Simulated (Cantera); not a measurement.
Gas mixture: C2H2 : C2H6 : H2 = 0.3 : 0.71 : 0.73 (molar parts), at 4.93 atm, frozen composition.

Cantera's kinetic-theory transport with the Lennard-Jones parameters of GRI-Mech 3.0, ideal gas; thermal conductivity in the mixture-averaged form. The composition is frozen, though it would react at the higher temperatures.

D: mixture-averaged diffusion coefficient of that species in the mixture.

```json
[
 {"T (K)": "400", "ρ (kg/m³)": "2.65", "cp (J/kg/K)": "2700", "μ (µPa s)": "13.2", "λ (mW/m/K)": "86.0", "Pr": "0.416", "D (cm²/s) CH4": "0.0831", "D (cm²/s) H": "0.391", "D (cm²/s) NO": "?"},
 {"T (K)": "650", "ρ (kg/m³)": "1.63", "cp (J/kg/K)": "3474", "μ (µPa s)": "19.6", "λ (mW/m/K)": "141", "Pr": "0.484", "D (cm²/s) CH4": "0.196", "D (cm²/s) H": "0.919", "D (cm²/s) NO": "?"},
 {"T (K)": "900", "ρ (kg/m³)": "1.18", "cp (J/kg/K)": "4032", "μ (µPa s)": "25.0", "λ (mW/m/K)": "194", "Pr": "0.519", "D (cm²/s) CH4": "0.343", "D (cm²/s) H": "1.60", "D (cm²/s) NO": "?"},
 {"T (K)": "1150", "ρ (kg/m³)": "0.921", "cp (J/kg/K)": "4469", "μ (µPa s)": "29.7", "λ (mW/m/K)": "246", "Pr": "0.540", "D (cm²/s) CH4": "0.519", "D (cm²/s) H": "2.43", "D (cm²/s) NO": "?"},
 {"T (K)": "1400", "ρ (kg/m³)": "0.756", "cp (J/kg/K)": "4791", "μ (µPa s)": "34.0", "λ (mW/m/K)": "296", "Pr": "0.550", "D (cm²/s) CH4": "0.723", "D (cm²/s) H": "3.38", "D (cm²/s) NO": "?"},
 {"T (K)": "1650", "ρ (kg/m³)": "0.642", "cp (J/kg/K)": "5033", "μ (µPa s)": "37.9", "λ (mW/m/K)": "344", "Pr": "0.555", "D (cm²/s) CH4": "0.951", "D (cm²/s) H": "4.44", "D (cm²/s) NO": "?"},
 {"T (K)": "1900", "ρ (kg/m³)": "0.557", "cp (J/kg/K)": "5214", "μ (µPa s)": "41.6", "λ (mW/m/K)": "390", "Pr": "0.557", "D (cm²/s) CH4": "1.20", "D (cm²/s) H": "5.62", "D (cm²/s) NO": "?"},
 {"T (K)": "2150", "ρ (kg/m³)": "0.492", "cp (J/kg/K)": "5351", "μ (µPa s)": "45.1", "λ (mW/m/K)": "434", "Pr": "0.557", "D (cm²/s) CH4": "1.48", "D (cm²/s) H": "6.90", "D (cm²/s) NO": "?"}
]
```

Fill in the missing entries.


- 400, D (cm²/s) NO: 0.0775
- 650, D (cm²/s) NO: 0.181
- 900, D (cm²/s) NO: 0.314
- 1150, D (cm²/s) NO: 0.475
- 1400, D (cm²/s) NO: 0.659
- 1650, D (cm²/s) NO: 0.867
- 1900, D (cm²/s) NO: 1.10
- 2150, D (cm²/s) NO: 1.35
